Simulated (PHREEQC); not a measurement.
Model water analysis in mg/kgw, 25 °C, pH 7.34, pe 10.8: Na 139; K 1.11; Ca 92.9; Mg 27.1; Cl 141; S(6) as SO4 369; Alkalinity as HCO3 107; O(0) (dissolved oxygen) 0.182.

Cl is adjusted to close the charge balance.
Valence states are taken as typed.

Equilibrium calculation in PHREEQC: ion-association model, phreeqc.dat.

Task: The ionic strength comes out as 0.0175 mol/kgw. What activity coefficients do K+, NaSO4-, Ca+2, CaHCO3+, Mg+2 get?

Result: K+ 0.87, NaSO4- 0.88, Ca+2 0.60, CaHCO3+ 0.88, Mg+2 0.61.

Precipitation was switched off in this run. Complexes and solids missing from the database can't appear.
